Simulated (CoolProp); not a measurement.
Methane along the isotherm 206.1 K: fugacity coefficient from the reference equation and from simpler models built on Tc = 190.6 K, pc = 4.599 MPa, ω = 0.011; each cubic takes its own stable root.

Values from CoolProp's reference Helmholtz-energy equation of state, Setzmann 1991.

| p (MPa) | phase | reference | van der Waals | Redlich-Kwong | Peng-Robinson |
|---|---|---|---|---|---|
| 0.145 | gas | 0.9917 | 0.9923 | 0.9915 | 0.9904 |
| 0.213 | gas | 0.9878 | 0.9887 | 0.9875 | 0.9859 |
| 0.313 | gas | 0.9821 | 0.9834 | 0.9816 | 0.9793 |
| 0.46 | gas | 0.9737 | 0.9756 | 0.9730 | 0.9696 |
| 0.675 | gas | 0.9615 | 0.9642 | 0.9605 | 0.9556 |
| 0.991 | gas | 0.9436 | 0.9475 | 0.9423 | [?] |
| 1.45 | gas | 0.9179 | 0.9233 | 0.9161 | 0.9061 |
| 2.13 | gas | 0.8802 | 0.8876 | 0.8778 | [?] |
| 3.13 | gas | 0.8254 | 0.8351 | 0.8224 | 0.8038 |
| 4.6 | supercritical | 0.7457 | 0.7569 | 0.7425 | 0.7188 |
| 6.75 | supercritical | 0.6277 | 0.6341 | 0.6269 | 0.6002 |
| 9.91 | supercritical | [?] | 0.5098 | 0.4998 | 0.4729 |
| 14.5 | supercritical | 0.3964 | 0.4274 | 0.4075 | 0.3794 |
| 21.3 | supercritical | 0.3349 | 0.3826 | 0.3479 | 0.3171 |
| 31.3 | supercritical | 0.3052 | 0.3778 | 0.3194 | 0.2827 |
| 46 | supercritical | 0.3096 | 0.4291 | 0.3248 | 0.2764 |

Problem. What belongs in the gaps?

Solution. 
- 0.991, Peng-Robinson: 0.9352
- 2.13, Peng-Robinson: 0.8639
- 9.91, reference: 0.4929
